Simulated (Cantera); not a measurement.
Charge: 1 mol Si, 3.5 mol H2, a varied amount of HCl, held at 1300 K and 19.0 bar.

Equilibrium computed with Cantera from the NASA thermochemical tables; the gas is ideal and each condensed phase is pure. Candidate condensed phases: Si; 19 gas species. Gases not in the tables: Si2H6 and higher silanes. Rates play no part.

**Question.** What share of the Si ends up in condensed phases as a function of n(HCl) (mol), at 0.63, 1, 1.4, 1.8, 2.2, 2.6, 3, 3.4, 3.8, 4.2, 4.6, 5?

**Answer.** 
```
n(HCl) (mol)  Si condensed (%)     as
------------  ----------------  -----
0.63                      82.6  Si(s)
1                         71.8  Si(s)
1.4                       60.3  Si(s)
1.8                       48.8  Si(s)
2.2                       37.3  Si(s)
2.6                       25.9  Si(s)
3                         14.5  Si(s)
3.4                        3.1  Si(s)
3.8                        0.0      -
4.2                        0.0      -
4.6                        0.0      -
5                          0.0      -
```
